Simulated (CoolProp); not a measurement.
Properties of R124 along the isobar 101 kPa (Tc = 395.4 K, pc = 3624 kPa, ω = 0.288).

Model: reference Helmholtz-energy equation of state, de Vries 1995, in CoolProp.

```
T (K)  phase  density (kg/m³)  cp (kJ/(kg K))  speed of sound (m/s)  viscosity (µPa s)
-----  -----  ---------------  --------------  --------------------  -----------------
269.5    gas            6.394      (withheld)            (withheld)               11.6
280.6    gas            6.107          0.7224                 133.2               12.1
291.7    gas            5.849          0.7342                 136.2         (withheld)
302.9    gas            5.612          0.7471            (withheld)               13.1
314      gas            5.397          0.7603                 141.8         (withheld)
325.1    gas            5.199          0.7738                 144.4         (withheld)
336.2    gas            5.017          0.7875                 147.0               14.6
347.3    gas            4.847          0.8012                 149.5               15.0
358.4    gas            4.690          0.8150                 151.9               15.5
369.6    gas            4.541          0.8289                 154.4               16.0
380.7    gas            4.403          0.8427                 156.7               16.5
391.8    gas            4.274          0.8564                 159.0               16.9
402.9    gas            4.152          0.8701                 161.3               17.4
414      gas            4.038          0.8838                 163.5               17.9
```

Fill in the missing entries.


- 269.5, cp (kJ/(kg K)): 0.7125
- 269.5, speed of sound (m/s): 130.2
- 291.7, viscosity (µPa s): 12.6
- 302.9, speed of sound (m/s): 139.0
- 314, viscosity (µPa s): 13.6
- 325.1, viscosity (µPa s): 14.1

Viscosity comes from a separate model (Bell 2016), an estimate that may be off by 10 % or more.
